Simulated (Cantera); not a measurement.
A perfectly stirred reactor is fed with 33.8 % CO, 2.43 % H2, 11.3 % O2, 42.6 % N2, 9.81 % H2O, equivalence ratio 1.6, at 350000 Pa; it is adiabatic with a 675 K inlet, and is followed from long to short residence time, starting on the burning branch (τ in s: 0.21, 0.085, 0.034, 0.013, 0.0053, 0.0021, 0.00084, 0.00033, 0.00013, 5.2e-05, 2.1e-05, 8.2e-06, 3.3e-06).

Detailed kinetics in Cantera: GRI-Mech 3.0 (53 species, 325 reactions). The hydrogen kinetics of GRI-Mech 3.0 are dated; newer H2 mechanisms differ, most at raised pressure.

**Question.** Predict: blow-out, bracketed by the residence times tried; x(CO) at τ = 0.210 s; x(H2) at τ = 0.210 s; x(O2) at τ = 0.210 s; x(N2O) at τ = 0.210 s; x(NO) at τ = 0.210 s; x(CO) at τ = 0.840 ms; x(H2) at τ = 0.840 ms; x(O2) at τ = 0.840 ms; x(N2O) at τ = 0.840 ms; x(NO) at τ = 0.840 ms.

**Answer.** 
- blow-out, bracketed by the residence times tried = burning at 21.0 µs, out at 8.20 µs
- x(CO) at τ = 0.210 s = 0.142
- x(H2) at τ = 0.210 s = 0.0126
- x(O2) at τ = 0.210 s = 0.000332
- x(N2O) at τ = 0.210 s = 4.49e-8
- x(NO) at τ = 0.210 s = 0.000524
- x(CO) at τ = 0.840 ms = 0.150
- x(H2) at τ = 0.840 ms = 0.0137
- x(O2) at τ = 0.840 ms = 0.00490
- x(N2O) at τ = 0.840 ms = 1.19e-7
- x(NO) at τ = 0.840 ms = 0.000178
